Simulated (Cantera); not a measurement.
Feed: 1 mol Si, 13 mol HCl, 2.4 mol N2, at 1650 K and 1.40 Pa.

Method: chemical equilibrium by Gibbs-energy minimisation in Cantera with the NASA 1993 tables (ideal gas, pure condensed phases). Candidate condensed phases: NH4Cl, Si, Si3N4; 28 gas species. The tables' values for SiCl3, SiCl are old estimates; treat these amounts as uncertain. Rates play no part.

Question: What is the equilibrium state?

Answer: 
```json
{
  "x(HCl)": "0.653",
  "x(N2)": "0.152",
  "x(H2)": "0.0817",
  "x(SiCl2)": "0.0626",
  "x(Cl)": "0.0435",
  "x(H)": "0.00694",
  "x(SiCl3)": "0.000555",
  "x(SiCl)": "0.000126",
  "x(Si)": "6.46e-5",
  "gas_amount": "15.80 mol",
  "log10 activity of Si(s) (absent)": "-2.47"
}
```
